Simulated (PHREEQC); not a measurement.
0.075 g of hydrous ferric oxide (600 m²/g; 0.2 weak and 0.005 strong sites per Fe, Dzombak-Morel constants, diffuse double layer) in 1 kg of water with 0.05 mol/kgw of an inert sodium salt and 1.2e-05 mol/kgw Na2HAsO4 and 2.5e-06 mol/kgw Na2SeO3, at 25 °C; the pH is set by adding NaOH or the inert anion's acid. No oxygen is let in. The system is closed to CO2. Nothing may precipitate in this run.

Model: ion-association model, wateq4f.dat, run in PHREEQC.

### Question
Predict surface charge σ (C/m²), surface potential ψ (mV) at pH = 4.33, 5, 5.67, 6.33, 7.

### Answer
```tsv
pH	surface charge σ (C/m²)	surface potential ψ (mV)
4.33	0.224	146
5	0.153	126
5.67	0.091	101
6.33	0.048	71
7	0.021	37
```

Complexes and solids missing from the database can't appear. The database's selenite sorption wasn't checked against measurements; a fall in acid may be a fault of its surface constants. The oxide is taken as insoluble; below pH 4 it would dissolve.
